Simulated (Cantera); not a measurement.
Ignition delay

Mixture: CH3OH : O2 : N2 = 1 : 1.61 : 6.06 (molar parts), equivalence ratio 0.93, at 8.90 bar, adiabatic and at constant volume. Ignition delay is the time to a rise of 400 K.

Computed with Cantera and GRI-Mech 3.0 (53 species, 325 reactions). GRI-Mech 3.0 was tuned for natural gas; its chemistry of methanol as a main component is partial and can be far from experiment.

```
T0 (K)  delay (ms)
------  ----------
1000          93.4
1100          10.2
1200          1.60
1300         0.340
1400        0.0930
1500        0.0315
1600        0.0127
1700       0.00584
```

- apparent activation energy between 1500 and 1700 K = 180 kJ/mol
